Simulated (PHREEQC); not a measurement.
Consider water at 25 °C with 78 mmol/kgw LiCl, 0.75 mmol/kgw Ni(NO3)2 and 46 mmol/kgw KHSO4. Closed to the air; pH follows from the charge balance.

Equilibrium calculation in PHREEQC: ion-association model, wateq4f.dat.

* **pH**: 1.67
* **ionic strength**: 0.170 mol/kgw
* **total alkalinity**: -46.0 meq/kg

```tsv
species	molality	activity	log γ
Cl-	0.0780	0.0565	-0.140
Li+	0.0757	0.0579	-0.116
K+	0.0440	0.0319	-0.140
H+	0.0267	0.0214	-0.095
SO4-2	0.0221	0.00686	-0.508
HSO4-	0.0193	0.0143	-0.131
LiSO4-	0.00232	0.00173	-0.125
KSO4-	0.00203	0.00153	-0.121
NO3-	0.00150	0.00106	-0.150
Ni+2	0.000505	0.000163	-0.492
```

Precipitation was switched off in this run.
